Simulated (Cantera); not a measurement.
Feed: 1 mol Si, 1.8 mol O2, 32 mol N2, 0.032 mol CO2, held at 700 K and 0.0133 bar.

These are equilibrium values from Cantera (NASA tables, ideal gas, pure condensed phases), not measurements of a reactor. Candidate condensed phases: C, Si, SiC, SiO2, Si2N2O, Si3N4; 34 gas species. Rates play no part.

Problem. What is the equilibrium state?

Solution. 
| Quantity | Value |
|---|---|
| x(N2) | 0.975 |
| x(O2) | 0.0244 |
| x(CO2) | 0.000975 |
| n(SiO2(α-quartz)) | 1.00 mol |
| gas amount | 32.83 mol |
| log10 activity of C(graphite) (absent) | -30.90 |
| log10 activity of Si(s) (absent) | -54.96 |
